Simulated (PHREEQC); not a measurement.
0.13 g of hydrous ferric oxide (600 m²/g; 0.2 weak and 0.005 strong sites per Fe, Dzombak-Morel constants, diffuse double layer) in 1 kg of water with 0.001 mol/kgw of an inert sodium salt, at 25 °C; the pH is set by adding NaOH or the inert anion's acid. Oxygen is held at 0.21 atm. CO2 from the air is kept out. Nothing may precipitate in this run.

Base run: PHREEQC, ion-association model, wateq4f.dat. Each further column changes one thing. The table gives surface charge σ (C/m²).

```csv
pH,base,background salt from 0.001 to 0.0001 mol/kgw,oxide from 0.13 to 0.65 g/kgw,0.00011 mol/kgw Na2SeO4 added
4,0.118,0.068,0.125,0.037
5,0.051,0.020,0.052,0.018
6.5,0.011,0.004,0.011,0.008
7.5,0.003,0.001,0.003,0.003
8.5,-0.002,-0.001,-0.002,-0.002
9.5,-0.009,-0.003,-0.009,-0.010
11,-0.054,-0.043,-0.055,-0.058
12,-0.200,-0.196,-0.202,-0.202
```
